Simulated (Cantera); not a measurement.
Feed: 1 mol SiF4, 0.52 mol NO, 14 mol H2, 0.16 mol O3, equilibrated at 950 K and 0.000580 bar.

Cantera equilibrium calculation (NASA polynomials, part measured and part estimated; ideal gas, pure solids and liquids). Candidate condensed phases: H2O, Si, SiO2, Si2N2O, Si3N4; 58 gas species. The numbers say what is thermodynamically allowed, not how fast it happens.

Base state: H2 0.827, HF 0.117, SiF4 0.0345, N2 0.0165, H2O 0.00531 (mole fractions); condensed: SiO2(β-quartz).

Problem. What changes in the equilibrium state with this change: NO from 0.52 to 9.7 mol?

Solution. 
| species | before | after |
|---|---|---|
| H2O | 0.00531 | 0.392 |
| N2 | 0.0165 | 0.233 |
| HF | 0.117 | 0.192 |
| H2 | 0.827 | 0.183 |
| SiF4 | 0.0345 | 4.60e-5 |
| SiO2(β-quartz), mol | 0.458 | 0.999 |
